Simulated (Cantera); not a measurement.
What does this Cantera script print?

```python
import numpy as np
import cantera as ct

gas_names = """
    C CH CH2 CH3 CH2OH CH3O CH4 CH3OH CO CO2 COOH C2 C2H CHCO,ketyl C2H2,acetylene C2H2,vinylidene
    CH2CO,ketene C2H3,vinyl CH3CO,acetyl C2H4 C2H4O,ethylen CH3CHO,ethanal CH3COOH (HCOOH)2 C2H5 C2H6
    CH3OCH3 C2H5OH C2O C3 C3H3,propargyl C3H4,allene C3H4,propyne C3H4,cyclo- C3H5,allyl C3H6,propylene
    C3H6,cyclo- C3H6O C3H7,n-propyl C3H7,i-propyl C3H8 C3H8O,1propanol C3H8O,2propanol C3O2 C4 C4H2
    C4H4,1,3-cyclo- C4H6,butadiene C4H6,2-butyne C4H6,cyclo- C4H8,1-butene C4H8,cis2-buten
    C4H8,tr2-butene C4H8,isobutene C4H8,cyclo- (CH3COOH)2 C4H9,n-butyl C4H9,i-butyl C4H9,s-butyl
    C4H9,t-butyl C4H10,isobutane C4H10,n-butane C5 C5H6,1,3cyclo- C5H8,cyclo- C5H10,1-pentene
    C5H10,cyclo- C5H11,pentyl C5H11,t-pentyl C5H12,n-pentane C5H12,i-pentane CH3C(CH3)2CH3 C6H2
    C6H5,phenyl C6H5O,phenoxy C6H6 C6H5OH,phenol C6H10,cyclo- C6H12,1-hexene C6H12,cyclo- C6H13,n-hexyl
    C7H7,benzyl C7H8 C7H8O,cresol C7H14,1-heptene C7H15,n-heptyl C7H16,n-heptane C8H8,styrene
    C8H10,ethylbenz C8H16,1-octene C8H17,n-octyl C8H18,isooctane C8H18,n-octane C9H19,n-nonyl
    C10H8,naphthale C10H21,n-decyl C12H9,o-bipheny C12H10,bipheny Fe FeC5O5 FeO Fe(OH)2 H HCO HO2 H2
    HCHO,formaldehy HCOOH H2O H2O2 O OH O2 O3
""".split()
cond_names = """
    C(gr) C6H6(L) C7H8(L) C8H18(L),n-octa Fe(a) Fe(c) Fe(d) Fe(L) FeC5O5(L) FeO(s) FeO(L) Fe(OH)2(s)
    Fe(OH)3(s) Fe2O3(s) Fe3O4(s) H2O(s) H2O(L)
""".split()


def load(file, names, dense=False):
    # The tables refer to 1 bar. Condensed volumes are neglected.
    table = {s.name: s for s in ct.Species.list_from_file(file)}
    out = []
    for n in names:
        d = dict(table[n].input_data)
        d["thermo"] = dict(d["thermo"], **{"reference-pressure": 1e5})
        if dense:
            d["equation-of-state"] = {"model": "constant-volume", "density": "1e6 g/cm^3"}
        out.append(ct.Species.from_dict(d))
    return out


gas = ct.Solution(thermo="ideal-gas", species=load("nasa_gas.yaml", gas_names))
cond = {s.name: ct.Solution(thermo="fixed-stoichiometry", species=[s], name=s.name)
        for s in load("nasa_condensed.yaml", cond_names, dense=True)}
atoms = {
    'Fe(CO)5': {'Fe': 1, 'C': 5, 'O': 5},
    'H2': {'H': 2},
}
top_T = {'C(gr)': 4500, 'Fe2O3(s)': 1830, 'Fe3O4(s)': 1870}  # K; cautious upper limits of use, not melting points


def equilibrate(T, P, feed):
    n = {}
    for name, mol in feed.items():
        for a, k in atoms[name].items():
            n[a] = n.get(a, 0.0) + k * mol
    gas.TPX = T, P, n
    mass = sum(n.values()) * gas.mean_molecular_weight
    gas.equilibrate("TP")
    valid = [c for c in cond.values() if c.min_temp <= T <= top_T.get(c.name, c.max_temp)]
    mix = ct.Mixture([(gas, mass / gas.mean_molecular_weight)] + [(c, 0.0) for c in valid])
    mix.T, mix.P = T, P
    mix.equilibrate("TP", solver="vcs", rtol=1e-11, max_steps=5000)
    return mix


results = []
feed = {'Fe(CO)5': 1, 'H2': 37}  # mol
P = 610  # Pa
for T in [798, 873, 948, 1023, 1098, 1173, 1248, 1323, 1398, 1473, 1548, 1623]:
    mix = equilibrate(T, P, feed)
    results.append((T, P, feed, dict(zip(mix.species_names, mix.species_moles))))

top = {s: max(r[3][s] / sum(r[3][g] for g in gas_names) for r in results) for s in gas_names}
cols = sorted((s for s in top if top[s] > 0.0001), key=lambda s: -top[s])[:9]
seen = [c for c in cond_names if any(r[3].get(c, 0) > 1e-12 for r in results)]
print("log10 of partial pressures in bar; condensed amounts in mol")
print(f"{'T/K':>10s}" + "".join(f"{s[:9]:>10s}" for s in cols + seen))
for T, P, feed, n in results:
    ng = sum(n[g] for g in gas_names)
    print(f"{T:10.4g}" + "".join(f"{np.log10(max(n[s] / ng * P / 1e5, 1e-99)):10.3f}" for s in cols)
          + "".join(f"{n.get(c, 0):10.4g}" for c in seen))
```

Output:

```
log10 of partial pressures in bar; condensed amounts in mol
       T/K        H2        CO       H2O       CH4       CO2         H        Fe     C(gr)     Fe(a)     Fe(c)
       798    -2.271    -3.227    -4.107    -4.400    -4.432   -12.710   -19.257    0.5057         1         0
       873    -2.271    -3.153    -4.795    -4.889    -5.251   -11.465   -16.942   0.05985         1         0
       948    -2.270    -3.142    -5.413    -5.318    -6.027   -10.415   -14.999         0         1         0
      1023    -2.270    -3.140    -5.854    -5.783    -6.607    -9.518   -13.348         0         1         0
      1098    -2.270    -3.139    -6.239    -6.184    -7.111    -8.742   -11.934         0         1         0
      1173    -2.270    -3.139    -6.576    -6.533    -7.550    -8.063   -10.707         0         1         0
      1248    -2.270    -3.139    -6.874    -6.840    -7.936    -7.466    -9.633         0         0         1
      1323    -2.270    -3.139    -7.137    -7.114    -8.274    -6.935    -8.682         0         0         1
      1398    -2.270    -3.139    -7.363    -7.367    -8.567    -6.460    -7.836         0         0    0.9999
      1473    -2.270    -3.139    -7.545    -7.615    -8.807    -6.033    -7.078         0         0    0.9994
      1548    -2.270    -3.139    -7.675    -7.873    -8.989    -5.647    -6.395         0         0    0.9972
      1623    -2.270    -3.139    -7.760    -8.140    -9.120    -5.296    -5.777         0         0    0.9885
```

Equilibrium computed with Cantera from the NASA thermochemical tables; the gas is ideal and each condensed phase is pure. Condensed phases not in the tables: cementite and carbon dissolved in iron.
